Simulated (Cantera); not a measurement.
A closed system holds: 1 mol SiH₂Cl₂, 770 mol H₂, 0.29 mol Cl₂, held at 850 °C and 66000 Pa.

Equilibrium computed with Cantera from the NASA thermochemical tables; the gas is ideal and each condensed phase is pure. Candidate condensed phases: Si; 19 gas species. Rates play no part.

Base state: H₂ 0.997, HCl 0.00309, SiHCl₃ 3.84e-5, SiH₂Cl₂ 2.60e-5, SiCl₂ 2.02e-5 (mole fractions); condensed: Si(s).

### Question
What changes in the equilibrium state with this change: H₂ from 770 to 140 mol?

### Answer
| species | before | after |
|---|---|---|
| H₂ | 0.997 | 0.987 |
| HCl | 0.00309 | 0.00995 |
| SiHCl₃ | 3.84e-5 | 0.00129 |
| SiCl₄ | 6.93e-6 | 0.000758 |
| SiCl₃ | 3.36e-6 | 0.000114 |
| Si(s), mol | 0.923 | 0.622 |
The tables' values for SiCl₃ are old estimates; treat these amounts as uncertain.
